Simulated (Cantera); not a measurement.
Input: 1 mol PbO, 1.4 mol O₂, 0.41 mol H₂, held at 1500 Torr.

Equilibrium computed with Cantera from the NASA thermochemical tables; the gas is ideal and each condensed phase is pure. Candidate condensed phases: H₂O, Pb, PbO, PbO₂, Pb₃O₄; 12 gas species. Gases not in the tables: (PbO)n polymers. Equilibrium is a limit: real reactors are often held back by kinetics, nucleation or transport. All values below are at 1100 °C.

Base state: O₂ 0.744, H₂O 0.255, PbO 0.000744, OH 4.31e-5 (mole fractions); condensed: PbO(l).

Question: What changes in the equilibrium state with this change: H₂ from 0.41 to 1.5 mol?

Answer: 
```
species        before     after
-----------  --------  --------
H₂O             0.255     0.697
O₂              0.744     0.302
PbO          0.000744  0.000744
OH            4.31e-5   5.68e-5
PbO(l), mol     0.999     0.998
```
